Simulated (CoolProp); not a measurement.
Properties of benzene along the isotherm 372.4 K (Tc = 562.0 K, pc = 4.906 MPa, ω = 0.211).

Values from CoolProp's reference Helmholtz-energy equation of state, Thol 2012.

```json
[
 {"p (MPa)": "0.0388", "phase": "gas", "density (kg/m³)": "0.9894", "cp (kJ/(kg K))": "1.355"},
 {"p (MPa)": "0.0569", "phase": "gas", "density (kg/m³)": "1.458", "cp (kJ/(kg K))": "1.359"},
 {"p (MPa)": "0.0836", "phase": "gas", "density (kg/m³)": "2.159", "cp (kJ/(kg K))": "1.366"},
 {"p (MPa)": "0.123", "phase": "gas", "density (kg/m³)": "3.214", "cp (kJ/(kg K))": "1.376"},
 {"p (MPa)": "0.264", "phase": "liquid", "density (kg/m³)": "791.7", "cp (kJ/(kg K))": "1.972"},
 {"p (MPa)": "0.388", "phase": "liquid", "density (kg/m³)": "791.8", "cp (kJ/(kg K))": "1.971"},
 {"p (MPa)": "0.569", "phase": "liquid", "density (kg/m³)": "792.1", "cp (kJ/(kg K))": "1.971"},
 {"p (MPa)": "0.836", "phase": "liquid", "density (kg/m³)": "792.5", "cp (kJ/(kg K))": "1.970"},
 {"p (MPa)": "1.23", "phase": "liquid", "density (kg/m³)": "793.1", "cp (kJ/(kg K))": "1.968"},
 {"p (MPa)": "1.8", "phase": "liquid", "density (kg/m³)": "793.9", "cp (kJ/(kg K))": "1.967"},
 {"p (MPa)": "2.64", "phase": "liquid", "density (kg/m³)": "795.1", "cp (kJ/(kg K))": "1.964"},
 {"p (MPa)": "3.88", "phase": "liquid", "density (kg/m³)": "796.8", "cp (kJ/(kg K))": "1.960"},
 {"p (MPa)": "5.69", "phase": "liquid", "density (kg/m³)": "799.3", "cp (kJ/(kg K))": "1.955"},
 {"p (MPa)": "8.36", "phase": "liquid", "density (kg/m³)": "802.8", "cp (kJ/(kg K))": "1.948"},
 {"p (MPa)": "12.3", "phase": "liquid", "density (kg/m³)": "807.8", "cp (kJ/(kg K))": "1.939"}
]
```
